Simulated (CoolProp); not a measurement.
A simple Rankine cycle with n-perfluoropentane: condensing at 288.15 K, boiler at 1.42 MPa, turbine inlet 441.9 K, turbine efficiency 0.85, pump efficiency 0.8, no recuperator. Each further row changes one setting.

Values from CoolProp's reference Helmholtz-energy equation of state, Gao 2022.

| case | thermal efficiency (%) | net work (kJ/kg) | heat in (kJ/kg) | turbine exit temperature (K) | volume ratio over the turbine |
|---|---|---|---|---|---|
| as stated | 13.1 | 29.1 | 221 | 399.4 | 28.4 |
| turbine inlet 461.9 K | 12.8 | 31.1 | 243 | 420.0 | 27.0 |
| condensing temperature 280.15 K | 14.1 | 32.4 | 230 | 395.9 | 39.8 |
| boiler pressure 0.994 MPa | 11.9 | 27.0 | 226 | 406.3 | 18.4 |
| turbine efficiency 0.75 | 11.5 | 25.6 | 221 | 403.2 | 28.7 |
